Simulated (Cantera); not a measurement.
(CH3)2SiCl2 + CH4 + H2 (silicon carbide growth)

Charge: 1 mol (CH3)2SiCl2, 0.18 mol CH4, 850 mol H2, equilibrated at 1.00 bar.

These are equilibrium values from Cantera (NASA tables, ideal gas, pure condensed phases), not measurements of a reactor. Candidate condensed phases: C, C6H6, C7H8, C8H18, Si, SiC; 109 gas species. The feed counts by its element totals alone. Gases not in the tables: Si2H6 and higher silanes. Kinetics and transport are ignored.

From 1175 K to 1625 K the condensed part is SiC(s). At 1775 K the condensed part is C(graphite) + SiC(s). From 1925 K to 2225 K the condensed part is SiC(s). At 2375 K nothing is condensed. The main Si-bearing gas is SiCl2 at 1175 K and Si at 2375 K.

| T (K) | x H2 | x H | x HCl | x CH4 | x C2H2 (acetylene) | x Si | x SiH2 | n SiC(s) | n C(graphite) |
|---|---|---|---|---|---|---|---|---|---|
| 1175 | 0.996 | 1.22e-7 | 0.00234 | 0.00138 | 3.36e-10 | <1e-12 | 1.40e-10 | 0.999 | 0 |
| 1325 | 0.996 | 1.63e-6 | 0.00234 | 0.00138 | 3.65e-8 | 1.53e-12 | 1.88e-9 | 1.000 | 0 |
| 1475 | 0.996 | 1.29e-5 | 0.00234 | 0.00138 | 1.52e-6 | 7.94e-11 | 1.49e-8 | 1.000 | 0 |
| 1625 | 0.996 | 7.04e-5 | 0.00234 | 0.00132 | 2.89e-5 | 2.06e-9 | 8.34e-8 | 1.000 | 0 |
| 1775 | 0.996 | 0.000289 | 0.00234 | 0.000831 | 0.000142 | 4.71e-8 | 5.35e-7 | 0.999 | 0.218 |
| 1925 | 0.996 | 0.000954 | 0.00234 | 0.000504 | 0.000432 | 7.35e-7 | 2.87e-6 | 0.996 | 0 |
| 2075 | 0.994 | 0.00266 | 0.00233 | 0.000237 | 0.000579 | 1.06e-5 | 1.66e-5 | 0.969 | 0 |
| 2225 | 0.990 | 0.00645 | 0.00231 | 0.000123 | 0.000736 | 0.000108 | 7.62e-5 | 0.784 | 0 |
| 2375 | 0.981 | 0.0140 | 0.00228 | 7.83e-5 | 0.00117 | 0.000606 | 0.000213 | 0 | 0 |
x: gas mole fraction; n: condensed amount in mol.
